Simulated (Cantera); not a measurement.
Mixture: CH4 : O2 : N2 = 1 : 2.44 : 9.17 (molar parts), equivalence ratio 0.82, at 500000 Pa, adiabatic and at constant volume. Ignition delay is the time to a rise of 400 K.

Detailed kinetics in Cantera: GRI-Mech 3.0 (53 species, 325 reactions).

Problem. What does this change do: 0.098 parts H2 added?

Solution. 
| quantity | before | after |
|---|---|---|
| delay at 1025 K | 0.107 s | 20.4 ms |
| delay at 1125 K | 23.8 ms | 6.27 ms |
| delay at 1225 K | 6.28 ms | 2.39 ms |
| delay at 1325 K | 1.87 ms | 0.921 ms |
| delay at 1425 K | 0.622 ms | 0.363 ms |
| apparent activation energy between 1375 and 1475 K | 180 kJ/mol | 150 kJ/mol |

Problem. What does this change do: 0.18 parts H2 added?

Solution. 
```
quantity                                                before       after
--------------------------------------------------  ----------  ----------
delay at 1025 K                                        0.107 s     13.1 ms
delay at 1125 K                                        23.8 ms     3.44 ms
delay at 1225 K                                        6.28 ms     1.38 ms
delay at 1325 K                                        1.87 ms    0.583 ms
delay at 1425 K                                       0.622 ms    0.251 ms
apparent activation energy between 1375 and 1475 K  180 kJ/mol  140 kJ/mol
```
